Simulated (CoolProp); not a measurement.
Vapour-liquid equilibrium of C2F6 (R116) (1) + propylene (2) at 0.366 MPa; x and y are mole fractions of (1).

The numbers come from the multi-fluid Helmholtz-energy mixture model, Lemmon 2006 and Lemmon 2013; pair parameters Bell 2016 in CoolProp.

| x | bubble temperature, mixture model (K) | bubble temperature, Raoult's law (K) | y, mixture model | y, Raoult's law |
|---|---|---|---|---|
| 0.05 | 241.0 | 255.1 | 0.468 | 0.152 |
| 0.2 | (withheld) | 246.8 | (withheld) | 0.469 |
| 0.35 | (withheld) | 240.3 | (withheld) | 0.663 |
| 0.5 | 223.1 | 235.1 | 0.771 | 0.791 |
| 0.65 | 222.7 | 230.7 | 0.785 | 0.878 |
| 0.8 | (withheld) | 227.0 | (withheld) | 0.941 |
| 0.95 | 222.4 | 223.8 | 0.937 | 0.987 |

**Question.** Complete the blanks.

**Answer.** 
- 0.2, bubble temperature, mixture model (K): 225.1
- 0.2, y, mixture model: 0.742
- 0.35, bubble temperature, mixture model (K): 223.3
- 0.35, y, mixture model: 0.768
- 0.8, bubble temperature, mixture model (K): 222.2
- 0.8, y, mixture model: 0.829

The largest gap from Raoult's law is -21.7 K in bubble temperature, at x = 0.2. y crosses x between x = 0.8 and 0.95: the model has an azeotrope there.

The pair parameters rest on a limited set of measurements; away from them the model extrapolates. With so large a gap from Raoult's law the liquid may split in two, which this calculation doesn't test in full.
